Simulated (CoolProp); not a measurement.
Saturation properties of acetone.

The numbers come from the reference Helmholtz-energy equation of state, Lemmon 2006 in CoolProp. It is a short technical equation, of lower accuracy than the large ones.

```json
[
 {"T (K)": "237.4", "p (MPa)": "0.0009938", "liquid density (kg/m³)": "850.3", "enthalpy of vaporisation (kJ/kg)": "592.8", "liquid cp (kJ/(kg K))": "2.033"},
 {"T (K)": "254.1", "p (MPa)": "0.003097", "liquid density (kg/m³)": "832.6", "enthalpy of vaporisation (kJ/kg)": "577.1", "liquid cp (kJ/(kg K))": "2.055"},
 {"T (K)": "270.7", "p (MPa)": "?", "liquid density (kg/m³)": "814.8", "enthalpy of vaporisation (kJ/kg)": "561.2", "liquid cp (kJ/(kg K))": "2.084"},
 {"T (K)": "287.3", "p (MPa)": "0.01885", "liquid density (kg/m³)": "796.7", "enthalpy of vaporisation (kJ/kg)": "545.0", "liquid cp (kJ/(kg K))": "2.118"},
 {"T (K)": "303.9", "p (MPa)": "0.03916", "liquid density (kg/m³)": "778.2", "enthalpy of vaporisation (kJ/kg)": "528.3", "liquid cp (kJ/(kg K))": "?"},
 {"T (K)": "320.6", "p (MPa)": "0.07475", "liquid density (kg/m³)": "759.1", "enthalpy of vaporisation (kJ/kg)": "510.8", "liquid cp (kJ/(kg K))": "2.203"},
 {"T (K)": "337.2", "p (MPa)": "0.1321", "liquid density (kg/m³)": "739.4", "enthalpy of vaporisation (kJ/kg)": "492.5", "liquid cp (kJ/(kg K))": "2.255"},
 {"T (K)": "353.8", "p (MPa)": "0.2196", "liquid density (kg/m³)": "719.0", "enthalpy of vaporisation (kJ/kg)": "473.1", "liquid cp (kJ/(kg K))": "2.313"},
 {"T (K)": "370.4", "p (MPa)": "0.3467", "liquid density (kg/m³)": "697.5", "enthalpy of vaporisation (kJ/kg)": "452.3", "liquid cp (kJ/(kg K))": "2.378"},
 {"T (K)": "387", "p (MPa)": "0.5240", "liquid density (kg/m³)": "674.8", "enthalpy of vaporisation (kJ/kg)": "429.8", "liquid cp (kJ/(kg K))": "2.452"},
 {"T (K)": "403.7", "p (MPa)": "?", "liquid density (kg/m³)": "650.3", "enthalpy of vaporisation (kJ/kg)": "?", "liquid cp (kJ/(kg K))": "2.540"},
 {"T (K)": "420.3", "p (MPa)": "1.080", "liquid density (kg/m³)": "?", "enthalpy of vaporisation (kJ/kg)": "377.6", "liquid cp (kJ/(kg K))": "2.645"},
 {"T (K)": "436.9", "p (MPa)": "1.484", "liquid density (kg/m³)": "594.9", "enthalpy of vaporisation (kJ/kg)": "346.6", "liquid cp (kJ/(kg K))": "2.780"},
 {"T (K)": "453.5", "p (MPa)": "1.993", "liquid density (kg/m³)": "562.1", "enthalpy of vaporisation (kJ/kg)": "310.5", "liquid cp (kJ/(kg K))": "2.968"}
]
```

### Question
Some entries are withheld; supply them.

### Answer

- 270.7, p (MPa): 0.008156
- 303.9, liquid cp (kJ/(kg K)): 2.158
- 403.7, p (MPa): 0.7650
- 403.7, enthalpy of vaporisation (kJ/kg): 405.0
- 420.3, liquid density (kg/m³): 624.0

It boils at 329.2 K under 1 atm.
